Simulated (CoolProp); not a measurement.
Vapour-liquid equilibrium of ethanol (1) + toluene (2) at 0.0552 MPa; x and y are mole fractions of (1).

Values from CoolProp's multi-fluid Helmholtz-energy mixture model, Schroeder 2014 and Lemmon 2006; pair parameters Bell 2016.

| x | bubble temperature, mixture model (°C) | bubble temperature, Raoult's law (°C) | y, mixture model | y, Raoult's law |
|---|---|---|---|---|
| 0.05 | 76.7 | 87.8 | 0.395 | 0.131 |
| 0.125 | 68.1 | 84.3 | 0.580 | 0.288 |
| 0.2 | 64.6 | 81.3 | 0.646 | 0.411 |
| 0.275 | 63.1 | 78.7 | 0.675 | 0.511 |
| 0.35 | 62.5 | 76.5 | 0.688 | 0.595 |
| 0.425 | 62.2 | 74.5 | 0.696 | 0.667 |
| 0.5 | 62.1 | 72.7 | 0.701 | 0.728 |
| 0.575 | 61.9 | 71.0 | 0.708 | 0.783 |
| 0.65 | 61.8 | 69.5 | 0.719 | 0.831 |
| 0.725 | 61.7 | 68.1 | 0.740 | 0.874 |
| 0.8 | 61.7 | 66.8 | 0.774 | 0.913 |
| 0.875 | 62.1 | 65.6 | 0.829 | 0.948 |
| 0.95 | 62.9 | 64.5 | 0.917 | 0.980 |

The largest gap from Raoult's law is -16.7 K in bubble temperature, at x = 0.2. y crosses x between x = 0.725 and 0.8: the model has an azeotrope there.

The pair parameters rest on a limited set of measurements; away from them the model extrapolates. With so large a gap from Raoult's law the liquid may split in two, which this calculation doesn't test in full.
